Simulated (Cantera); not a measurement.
An adiabatic, constant-pressure homogeneous reactor starts with C₃H₈ : O₂ : N₂ : CO₂ = 1 : 3.57 : 35 : 2.1 (molar parts), equivalence ratio 1.4, at 1325 K and 101000 Pa.

Cantera simulation using GRI-Mech 3.0 (53 species, 325 reactions); the numbers are that mechanism's predictions, not measurements. GRI-Mech 3.0 was tuned for natural gas; its chemistry of propane as a main component is partial and can be far from experiment.

Predict: time of steepest temperature rise; temperature at 0.300 s; equilibrium temperature; x(O₂) at 0.300 s; x(CO₂) at 0.300 s; x(H) at 0.300 s.

time of steepest temperature rise: 1.34 ms
temperature at 0.300 s: 2079 K
equilibrium temperature: 2079 K
x(O₂) at 0.300 s: 9.34e-6 (gas-phase equilibrium 9.33e-6)
x(CO₂) at 0.300 s: 0.0637 (gas-phase equilibrium 0.0637)
x(H) at 0.300 s: 0.000311 (gas-phase equilibrium 0.000311)
